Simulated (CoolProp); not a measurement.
Vapour pressure (MPa) of cyclopentane: the reference equation beside estimates from Tc = 238.6 °C, pc = 4.583 MPa, ω = 0.202. Clausius-Clapeyron is anchored at 8.45 °C with a constant enthalpy of vaporisation of 29.31 kJ/mol.

Values from CoolProp's reference Helmholtz-energy equation of state, Gedanitz 2015.

```
T (°C)  reference  Lee-Kesler  Clausius-Clapeyron  van der Waals  Redlich-Kwong  Soave-Redlich-Kwong  Peng-Robinson
------  ---------  ----------  ------------------  -------------  -------------  -------------------  -------------
-10.95   0.008171    0.007705            0.008357         0.1500        0.01444             0.007855       0.008371
-7.05     0.01002    0.009470             0.01018         0.1653        0.01755             0.009644        0.01023
-3.25     0.01214     0.01150             0.01226         0.1813        0.02107              0.01170        0.01236
0.65      0.01468     0.01395             0.01477         0.1988        0.02525              0.01418        0.01491
4.55      0.01765     0.01682             0.01770         0.2174        0.03007              0.01708        0.01788
8.45      0.02110     0.02016             0.02110         0.2372        0.03559              0.02044        0.02132
12.25     0.02497     0.02392             0.02493         0.2577        0.04172              0.02423        0.02517
16.15     0.02951     0.02836             0.02944         0.2799        0.04883              0.02869        0.02970
20.05     0.03471     0.03345             0.03462         0.3035        0.05685              0.03379        0.03487
23.95     0.04062     0.03925             0.04054         0.3284        0.06587              0.03961        0.04075
27.75     0.04713     0.04567             0.04709         0.3540        0.07568              0.04604        0.04722
31.65     0.05466     0.05310             0.05471         0.3816        0.08688              0.05348        0.05470
35.55     0.06311     0.06147             0.06331         0.4107        0.09931              0.06185        0.06309
39.45     0.07257     0.07087             0.07301         0.4413         0.1131              0.07123        0.07248
```

Absolute difference from the reference over all 14 rows, mean and median: Lee-Kesler 4.0 and 4.1 %, Clausius-Clapeyron 0.6 and 0.3 %, van der Waals 975.7 and 890.3 %, Redlich-Kwong 66.3 and 66.3 %, Soave-Redlich-Kwong 2.9 and 2.9 %, Peng-Robinson 0.9 and 0.7 %.
